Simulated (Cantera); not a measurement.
Input: 1 mol H2O, 0.045 mol H2, 2.8 mol N2, equilibrated at 575 K.

These are equilibrium values from Cantera (NASA tables, ideal gas, pure condensed phases), not measurements of a reactor. Candidate condensed phases: H2O; 24 gas species. The ideal-gas law is rough above about 30 bar. Equilibrium is a limit: real reactors are often held back by kinetics, nucleation or transport.

x: gas mole fraction; n: condensed amount in mol.

```
P (Pa)     x N2  x H2O     x H2  x NH3  n H2O(l)
--------  -----  -----  -------  -----  --------
10        0.728  0.260   0.0117    [?]         0
120       0.728  0.260   0.0117    [?]         0
1400      0.728  0.260   0.0117    [?]         0
17000     0.728  0.260   0.0117    [?]         0
210000    0.728  0.260   0.0115    [?]         0
2500000   0.729  0.260  0.00972    [?]         0
30000000  0.771  0.219  0.00455    [?]     0.206
```

Q: Fill in the missing entries.

A: 
- 10, x NH3: 7.03e-9
- 120, x NH3: 8.43e-8
- 1400, x NH3: 9.84e-7
- 17000, x NH3: 1.19e-5
- 210000, x NH3: 0.000144
- 2500000, x NH3: 0.00133
- 30000000, x NH3: 0.00525
